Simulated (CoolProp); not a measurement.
Properties of acetone along the isotherm 276.85 °C (Tc = 235.0 °C, pc = 4.692 MPa, ω = 0.307).

Model: reference Helmholtz-energy equation of state, Lemmon 2006, in CoolProp. It is a short technical equation, of lower accuracy than the large ones.

```
p (MPa)          phase  density (kg/m³)  fugacity coefficient
-------  -------------  ---------------  --------------------
1.47               gas            20.67                0.9092
2.93               gas            46.56                0.8243
4.4                gas            81.85                0.7434
5.87     supercritical            136.1                0.6664
7.33     supercritical            237.2                0.5928
8.8      supercritical            343.9                0.5262
10.3     supercritical            394.6                0.4732
11.7     supercritical            422.9                0.4351
```
